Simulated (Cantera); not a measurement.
An isothermal, constant-pressure homogeneous reactor starts with 1.05 % CO, 7.67 % O₂, 4.18 % H₂O, 87.1 % N₂, equivalence ratio 0.068, at 875 K and 1.10 bar.

Cantera simulation using GRI-Mech 3.0 (53 species, 325 reactions); the numbers are that mechanism's predictions, not measurements.

Q: Predict: x(CO) at 20.0 s; x(O₂) at 20.0 s; x(H₂O) at 20.0 s; x(OH) at 20.0 s; x(O) at 20.0 s.

A: 
| Property | Value |
|---|---|
| x(CO) at 20.0 s | 0.00665 (gas-phase equilibrium <1e-12) |
| x(O₂) at 20.0 s | 0.0749 (gas-phase equilibrium 0.0718) |
| x(H₂O) at 20.0 s | 0.0419 (gas-phase equilibrium 0.0420) |
| x(OH) at 20.0 s | 7.33e-9 (gas-phase equilibrium 3.43e-9) |
| x(O) at 20.0 s | 1.20e-8 (gas-phase equilibrium <1e-12) |
